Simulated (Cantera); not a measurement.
Input (Python, Cantera) and output of one run.

```python
import numpy as np
import cantera as ct

gas_names = """
    NO2 NF3 O3
""".split()
cond_names = """
    CaF2(a) CaF2(b) CaF2(L) CaO(s) CaO(L)
""".split()


# ... load() reads the species with a 1 bar reference pressure and builds the phases ...
species = {s.name: s for s in load("nasa_gas.yaml", gas_names) + load("nasa_condensed.yaml", cond_names)}
# Each term lists the table entries of one substance; the one whose range holds T is used.
reactions = {
    '6 NO2(g) + 9 CaF2 = 9 CaO + 6 NF3(g) + O3(g)':
        [(-6, ['NO2']), (-9, ['CaF2(a)', 'CaF2(b)', 'CaF2(L)']), (9, ['CaO(s)', 'CaO(L)']), (6, ['NF3']), (1, ['O3'])],
}


def pick(names, T):
    return next(species[n] for n in names if species[n].thermo.min_temp <= T <= species[n].thermo.max_temp)


results = []
for label, terms in reactions.items():
    print(label)
    print("     T/K   dH/kJ  dS/(J/K)   dG/kJ   log10 K")
    for T in [300, 1548, 1623, 1698, 1773, 1848]:
        used = [(nu, pick(names, T)) for nu, names in terms]
        dH = sum(nu * s.thermo.h(T) for nu, s in used) / 1e6
        dS = sum(nu * s.thermo.s(T) for nu, s in used) / 1e3
        dG = dH - T * dS / 1e3
        logK = -dG * 1e6 / (ct.gas_constant * T * np.log(10))
        results.append((label, T, dH, dS, dG, logK, [s.name for _, s in used]))
        print(f"{T:8g} {dH:8.1f} {dS:8.1f} {dG:8.1f} {logK:8.2f}")
```

Output:

```
6 NO2(g) + 9 CaF2 = 9 CaO + 6 NF3(g) + O3(g)
     T/K   dH/kJ  dS/(J/K)   dG/kJ   log10 K
     300   4463.6     89.3   4436.8  -772.50
    1548   4257.5   -110.9   4429.2  -149.45
    1623   4228.6   -129.1   4438.2  -142.84
    1698   3933.9   -303.7   4449.6  -136.88
    1773   3922.4   -310.4   4472.7  -131.77
    1848   3911.2   -316.5   4496.2  -127.08
```

Source: NASA polynomial tables (part measured, part estimated), evaluated in Cantera. Condensed species are held in their standard states even where they would react or evaporate.
